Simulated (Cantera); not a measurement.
A diamond (100) surface in a fixed gas of H2 with x(CH4) = 0.028, x(H) = 0.01, at 1025 K, 0.0300 bar; coverages are run to steady state.

Detailed kinetics in Cantera: the Harris–Goodwin 1993 mechanism for the reconstructed diamond (100) surface.

One state of this run: growth (µm/h) = 0.185; θ c6HH = 0.574; θ c6H* = 0.0206; θ c6*H = 0.393; θ c6** = 0.0116; θ c6HM = 0.000513. θ: site fractions in the mechanism's names (c6HH fully hydrogenated, c6H* and c6*H radical sites, c6** diradical, c6HM methylated).

### Question
Which value of x(CH3) does it belong to?
A) 1.1e-05
B) 0.00012
C) 4.9e-06
D) 0.00026

### Answer
A, 1.1e-05
